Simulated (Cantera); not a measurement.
CH3Cl + Si + H2 (fluorocarbon and chlorocarbon gases)

Feed: 1 mol CH3Cl, 0.024 mol Si, 0.28 mol H2, at 750 Torr.

Equilibrium computed with Cantera from the NASA thermochemical tables; the gas is ideal and each condensed phase is pure. Candidate condensed phases: C, C6H6, C7H8, C8H18, Si, SiC; 109 gas species. The tables' values for SiCl3 are old estimates; treat these amounts as uncertain. Rates play no part.

```json
[
 {"T (K)": "1198", "x H2": "0.581", "x HCl": "0.403", "x SiCl4": "0.0102", "x SiCl2": "4.89e-6", "x CH4": "0.00541", "x SiCl3": "7.51e-5", "n C(graphite)": "0.988"},
 {"T (K)": "1273", "x H2": "0.583", "x HCl": "0.403", "x SiCl4": "0.00987", "x SiCl2": "2.72e-5", "x CH4": "0.00320", "x SiCl3": "0.000203", "n C(graphite)": "0.993"},
 {"T (K)": "1348", "x H2": "0.584", "x HCl": "0.403", "x SiCl4": "0.00929", "x SiCl2": "0.000121", "x CH4": "0.00199", "x SiCl3": "0.000472", "n C(graphite)": "0.996"},
 {"T (K)": "1423", "x H2": "0.584", "x HCl": "0.404", "x SiCl4": "0.00832", "x SiCl2": "0.000427", "x CH4": "0.00130", "x SiCl3": "0.000947", "n C(graphite)": "0.997"},
 {"T (K)": "1498", "x H2": "0.583", "x HCl": "0.405", "x SiCl4": "0.00681", "x SiCl2": "0.00119", "x CH4": "0.000883", "x SiCl3": "0.00159", "n C(graphite)": "0.998"},
 {"T (K)": "1573", "x H2": "0.581", "x HCl": "0.408", "x SiCl4": "0.00490", "x SiCl2": "0.00257", "x CH4": "0.000619", "x SiCl3": "0.00219", "n C(graphite)": "0.999"},
 {"T (K)": "1648", "x H2": "0.578", "x HCl": "0.410", "x SiCl4": "0.00306", "x SiCl2": "0.00432", "x CH4": "0.000448", "x SiCl3": "0.00245", "n C(graphite)": "0.999"},
 {"T (K)": "1723", "x H2": "0.576", "x HCl": "0.413", "x SiCl4": "0.00172", "x SiCl2": "0.00598", "x CH4": "0.000334", "x SiCl3": "0.00234", "n C(graphite)": "0.999"},
 {"T (K)": "1798", "x H2": "0.574", "x HCl": "0.414", "x SiCl4": "0.000912", "x SiCl2": "0.00728", "x CH4": "0.000256", "x SiCl3": "0.00202", "n C(graphite)": "0.999"},
 {"T (K)": "1873", "x H2": "0.573", "x HCl": "0.415", "x SiCl4": "0.000478", "x SiCl2": "0.00818", "x CH4": "0.000200", "x SiCl3": "0.00166", "n C(graphite)": "0.999"},
 {"T (K)": "1948", "x H2": "0.572", "x HCl": "0.415", "x SiCl4": "0.000254", "x SiCl2": "0.00880", "x CH4": "0.000160", "x SiCl3": "0.00134", "n C(graphite)": "0.998"}
]
```
x: gas mole fraction; n: condensed amount in mol.

From 1198 K to 1948 K the condensed part is C(graphite). The main Si-bearing gas is SiCl4 at 1198 K and SiCl2 at 1948 K.
